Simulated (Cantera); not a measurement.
**Thermodynamics of roasting and sulfation, feed FeS2 + H2S + CO2 + O2**

A closed system holds: 1 mol FeS2, 0.19 mol H2S, 0.57 mol CO2, 0.68 mol O2, held at 0.0133 bar.

Equilibrium computed with Cantera from the NASA thermochemical tables; the gas is ideal and each condensed phase is pure. Candidate condensed phases: C, C6H6, C7H8, C8H18, Fe, Fe(CO)5, FeO, Fe(OH)2, Fe(OH)3, FeS, FeSO4, FeS2, Fe2O3, Fe2(SO4)3, Fe3O4, H2O, H2SO4, S; 127 gas species. Metal and sulfide melt together well below either melting point, which pure phases cannot show. Mutual solubility and eutectic melting of coexisting phases are not modelled. The tables' stoichiometric FeO is somewhat more stable than real wüstite, so its field is too wide. FeO, FeS: taken at fixed stoichiometry. Gases not in the tables: S3 to S7. Rates play no part.

```
T (K)  x SO2  x CO2   x S2     x CO   x H2O      x H2      x SO  n FeS(s)  n FeO(s)  n FeS(l)
-----  -----  -----  -----  -------  ------  --------  --------  --------  --------  --------
948    0.359  0.345  0.175  0.00117   0.107  0.000658   3.37e-5      1.00         0         0
1048   0.360  0.342  0.175  0.00398   0.108   0.00149  0.000147      1.00         0         0
1148   0.362  0.334  0.174   0.0107   0.108   0.00290  0.000497      1.00         0         0
1248   0.367  0.320  0.170   0.0235   0.106   0.00500   0.00138      1.00         0         0
1348   0.375  0.297  0.163   0.0439   0.103   0.00778   0.00329      1.00         0         0
1448   0.334  0.251  0.216   0.0783  0.0941    0.0124   0.00702     0.837     0.163         0
1548   0.295  0.199  0.264    0.118  0.0841    0.0180    0.0133         0     0.333     0.667
```
x: gas mole fraction; n: condensed amount in mol.

From 948 K to 1348 K the condensed part is FeS(s). At 1448 K the condensed part is FeO(s) + FeS(s). At 1548 K the condensed part is FeO(s) + FeS(l).
